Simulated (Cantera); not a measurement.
A perfectly stirred reactor is fed with 0.393 % CH4, 98.1 % H2, 1.47 % CO2, at 8600 Pa; it is held at 2350 K, and followed from long to short residence time.

Computed with Cantera and GRI-Mech 3.0 (53 species, 325 reactions).

x: mole fraction; the columns are a selection and need not sum to one.

```
τ (s)      x CH4   x H2     x CO2      x O   x CH2CO    x CH2O     x CH3
------  --------  -----  --------  -------  --------  --------  --------
16       4.93e-7  0.930   3.51e-5  2.37e-6  1.42e-11  7.23e-10   4.03e-7
6.2      1.28e-6  0.930   3.53e-5  2.35e-6  3.87e-11  9.51e-10   1.04e-6
2.4      3.39e-6  0.931   3.56e-5  2.30e-6  1.15e-10   1.54e-9   2.73e-6
0.96     8.93e-6  0.932   3.64e-5  2.18e-6  3.85e-10   3.01e-9   7.01e-6
0.38     2.51e-5  0.934   3.87e-5        …   1.65e-9   6.78e-9   1.86e-5
0.15     7.31e-5  0.938   4.55e-5        …   8.34e-9   1.59e-8   4.85e-5
0.058   0.000197  0.942   6.65e-5        …   3.51e-8   3.44e-8  0.000112
0.023   0.000440  0.946  0.000128        …   8.57e-8   6.31e-8  0.000210
0.0089  0.000903  0.949  0.000322        …   1.23e-7   1.02e-7  0.000351
0.0035   0.00168  0.953  0.000929        …   1.06e-7   1.38e-7  0.000507
0.0014   0.00269  0.959   0.00283        …   5.48e-8   1.42e-7  0.000559
```

Question: Some entries are withheld; supply them.

Answer: 
- 0.38, x O: 1.95e-6
- 0.15, x O: 1.59e-6
- 0.058, x O: 1.23e-6
- 0.023, x O: 9.47e-7
- 0.0089, x O: 6.71e-7
- 0.0035, x O: 4.09e-7
- 0.0014, x O: 1.78e-7
